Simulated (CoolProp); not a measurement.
Properties of ethylbenzene along the isobar 5.28 MPa.

Values from CoolProp's reference Helmholtz-energy equation of state, Zhou 2012.

```tsv
T (K)	phase	Z	cv (kJ/(kg K))	speed of sound (m/s)	expansivity (1/kK)	conductivity (mW/(m K))	fugacity coefficient
189.9	liquid	0.3698	1.083	1829	0.9453	154	8.664e-9
204.6	liquid	0.3481	1.107	1757	0.9383	151	7.779e-8
219.3	liquid	0.3292	1.135	1688	0.9355	148	4.995e-7
234	liquid	0.3128	1.167	1620	0.9367	145	2.454e-6
248.7	liquid	0.2984	1.202	1555	0.9415	141	9.702e-6
263.4	liquid	0.2857	1.241	1490	0.9498	138	3.209e-5
278.1	liquid	0.2744	1.282	1428	0.9614	134	9.152e-5
292.8	liquid	0.2644	1.325	1366	0.9762	131	0.0002305
307.5	liquid	0.2554	1.370	1306	0.9941	127	0.0005228
322.2	liquid	0.2474	1.417	1247	1.015	123	0.001084
337	liquid	0.2402	1.466	1189	1.040	120	0.002090
351.7	liquid	0.2337	1.515	1133	1.067	116	0.003753
366.4	liquid	0.2279	1.565	1078	1.099	113	0.006361
381.1	liquid	0.2228	1.614	1024	1.135	110	0.01025
395.8	liquid	0.2182	1.664	971.2	1.175	107	0.01580
```

Thermal conductivity comes from a separate model (Mylona 2014).
